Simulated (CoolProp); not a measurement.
R22 along the isotherm -30.45 °C: Z from the reference equation and from simpler models built on Tc = 96.1 °C, pc = 49.90 bar, ω = 0.221; each cubic takes its own stable root.

Model: reference Helmholtz-energy equation of state, Kamei 1995, in CoolProp.

```tsv
p (bar)	phase	reference	van der Waals	Redlich-Kwong	Soave-Redlich-Kwong	Peng-Robinson
2.38	liquid	0.007397	0.9611	…	0.008154	0.007211
3.59	liquid	0.01115	0.9400	0.01267	0.01230	0.01087
5.42	liquid	0.01684	0.9063	0.01912	0.01855	0.01641
8.17	liquid	0.02536	0.04211	0.02879	0.02795	0.02472
12.3	liquid	0.03816	0.06320	0.04327	0.04203	0.03718
18.6	liquid	0.05763	0.09517	0.06529	0.06344	0.05614
28.1	liquid	0.08692	0.1429	0.09832	0.09561	…
42.3	liquid	0.1305	0.2133	0.1473	…	0.1270
63.9	liquid	0.1964	0.3186	0.2211	0.2155	0.1910
96.3	liquid	0.2945	0.4733	0.3301	0.3224	0.2861
145	liquid	0.4400	0.6999	0.4910	0.4807	0.4271
219	liquid	0.6577	1.035	0.7298	0.7166	0.6378
331	liquid	0.9802	1.526	1.082	1.065	0.9500
499	liquid	…	2.242	1.594	1.575	1.407
```

Fill in the missing entries.


- 2.38, Redlich-Kwong: 0.9455
- 28.1, Peng-Robinson: 0.08464
- 42.3, Soave-Redlich-Kwong: 0.1434
- 499, reference: 1.451

At some of these states van der Waals, Redlich-Kwong gives the other phase, because its saturation line lies elsewhere.
